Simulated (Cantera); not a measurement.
What does this Cantera script print?

```python
import numpy as np
import cantera as ct

gas = ct.Solution("gri30.yaml")
gas.TP = 300, 100000
flame = ct.CounterflowDiffusionFlame(gas, width=0.02)
flame.fuel_inlet.X, flame.fuel_inlet.T = {'C3H8': 1, 'N2': 0.3}, 450
flame.oxidizer_inlet.X, flame.oxidizer_inlet.T = {'O2': 0.23, 'N2': 0.77}, 798
flame.set_refine_criteria(ratio=3, slope=0.12, curve=0.24, prune=0.03)
show = ['OH', 'H', 'NO', 'CO', 'C2H2']

rows = []
print(f"{'mdot':>8s}{'a_max':>10s}{'a_mean':>10s}{'Tmax/K':>9s}" + "".join(f"{s:>11s}" for s in show) + "   (peak mole fractions)")
for i, mdot in enumerate([0.25, 0.39, 0.6, 0.93, 1.4, 2.2, 3.4, 5.3]):  # kg/m2/s on the oxidiser side
    flame.oxidizer_inlet.mdot, flame.fuel_inlet.mdot = mdot, 1.7 * mdot
    flame.solve(loglevel=0, auto=(i == 0))
    if flame.T.max() < max(450, 798) + 100:
        print(f"{mdot:8.3g}  no burning solution found from the previous one")
        break
    dT = np.abs(np.gradient(flame.T, flame.grid))
    rows.append([flame.strain_rate("max"), flame.strain_rate("mean"), flame.T.max(),
                 *(flame.X[gas.species_index(s)].max() for s in show), max(dT[0], dT[-1]) / dT.max()])
    print(f"{mdot:8.3g}{rows[-1][0]:10.1f}{rows[-1][1]:10.1f}{rows[-1][2]:9.1f}" + "".join(f"{x:11.3e}" for x in rows[-1][3:-1]))
```

Output:

```
    mdot     a_max    a_mean   Tmax/K         OH          H         NO         CO       C2H2   (peak mole fractions)
    0.25     276.0      48.4   2275.7  1.152e-02  5.853e-03  5.058e-04  9.033e-02  4.971e-02
    0.39     418.8      75.4   2248.0  1.154e-02  6.341e-03  4.513e-04  8.872e-02  4.766e-02
     0.6     627.4     116.1   2221.3  1.147e-02  6.814e-03  4.020e-04  8.724e-02  4.539e-02
    0.93     944.6     179.9   2194.6  1.132e-02  7.291e-03  3.523e-04  8.608e-02  4.307e-02
     1.4    1383.7     270.8   2167.6  1.108e-02  7.693e-03  3.018e-04  8.513e-02  4.054e-02
     2.2    2103.5     425.5   2133.2  1.064e-02  8.021e-03  2.417e-04  8.455e-02  3.726e-02
     3.4    3140.4     657.6   2093.7  9.994e-03  8.160e-03  1.808e-04  8.474e-02  3.340e-02
     5.3    4726.0    1025.1   2044.1  9.076e-03  8.010e-03  1.196e-04  8.593e-02  2.839e-02
```

Model: GRI-Mech 3.0 (53 species, 325 reactions), integrated in Cantera. GRI-Mech 3.0 was tuned for natural gas; its chemistry of propane as a main component is partial and can be far from experiment. GRI-Mech 3.0 has no aromatics or soot, which form on the fuel side of real flames. The maximum strain rate includes the flame's own expansion and is several times the mean.
